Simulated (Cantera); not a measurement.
An isothermal, constant-pressure homogeneous reactor starts with N₂O : N₂ = 1 : 0.75 (molar parts), at 1175 K and 170000 Pa.

Model: GRI-Mech 3.0 (53 species, 325 reactions), integrated in Cantera. GRI-Mech 3.0 was tuned for natural gas; its chemistry of N2O as a main component is partial and can be far from experiment. The mechanism lacks the step 2 NO + O2 → 2 NO2, which can matter for NO2 below about 1400 K. The temperature is held fixed by assumption; the heat of reaction is taken as removed at once.

x: mole fraction; the columns are a selection and need not sum to one.

| t (s) | x N₂O | x NO | x O₂ | x NO₂ | x N₂ |
|---|---|---|---|---|---|
| 1.00e-6 | 0.571 | 2.27e-9 | 1.08e-8 | <1e-12 | 0.429 |
| 6.47e-6 | 0.571 | 7.40e-8 | 3.53e-7 | <1e-12 | 0.429 |
| 4.19e-5 | 0.571 | ___ | ___ | 3.30e-11 | 0.429 |
| 0.000271 | 0.571 | 8.39e-6 | 4.00e-5 | 1.85e-9 | 0.429 |
| 0.00176 | 0.571 | ___ | ___ | ___ | 0.429 |
| 0.0114 | 0.567 | 0.000356 | 0.00171 | 2.53e-6 | 0.431 |
| 0.0737 | 0.541 | 0.00218 | 0.0107 | 3.65e-5 | 0.446 |
| 0.477 | 0.413 | 0.0108 | 0.0561 | 0.000210 | 0.520 |
| 3.09 | 0.117 | 0.0251 | 0.164 | 0.000502 | 0.693 |
| 20.0 | 0.000589 | 0.0263 | 0.208 | 0.000622 | 0.764 |

Problem. Complete the blanks.

Solution. 
- 4.19e-5, x NO: 1.12e-6
- 4.19e-5, x O₂: 5.33e-6
- 0.00176, x NO: 5.54e-5
- 0.00176, x O₂: 0.000264
- 0.00176, x NO₂: 7.74e-8
